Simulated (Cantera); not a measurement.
A closed system holds: 1 mol V, 0.88 mol O₂, 83 mol N₂, at 2527 °C and 133 Pa.

Cantera equilibrium calculation (NASA polynomials, part measured and part estimated; ideal gas, pure solids and liquids). The numbers say what is thermodynamically allowed, not how fast it happens.

```csv
species,before,after
N₂,0.978,1.00
O,0.00908,<1e-9
VO,0.00625,<1e-9
V,0.00315,<1e-9
VO₂,0.00240,<1e-9
NO,0.000546,<1e-9
N,9.48e-5,<1e-9
O₂,3.73e-5,<1e-9
"V₂O₃(s), mol",0,0.240
"V₂O₄(s), mol",0,0.260
```
Gas species are given as mole fractions.

Q: Name the change that produced these shifts.
(A) pressure from 133 Pa to 62.0 Pa
(B) temperature from 2527 °C to 2200 °C
(C) O₂ from 0.88 to 2.2 mol
(D) temperature from 2527 °C to 552 °C

A: D, temperature from 2527 °C to 552 °C. Condensed phases not in the tables: the oxides between V₂O₃ and V₂O₅ other than VO₂
